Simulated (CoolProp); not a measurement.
Dimethyl carbonate at several states: fugacity coefficient from the reference equation and from simpler models built on Tc = 557.0 K, pc = 4.909 MPa, ω = 0.346; each cubic takes its own stable root.

Model: reference Helmholtz-energy equation of state, Zhou 2011, in CoolProp.

```json
[
 {"T (K)": "531.1", "p (MPa)": "4.97", "phase": "liquid", "reference": "0.5189", "Redlich-Kwong": "0.5599", "Soave-Redlich-Kwong": "0.5334", "Peng-Robinson": "0.5143"},
 {"T (K)": "556.9", "p (MPa)": "11.3", "phase": "liquid", "reference": "0.3510", "Redlich-Kwong": "0.3713", "Soave-Redlich-Kwong": "0.3712", "Peng-Robinson": "0.3497"},
 {"T (K)": "538.6", "p (MPa)": "0.0408", "phase": "gas", "reference": "0.9968", "Redlich-Kwong": "0.9969", "Soave-Redlich-Kwong": "0.9968", "Peng-Robinson": "0.9965"}
]
```
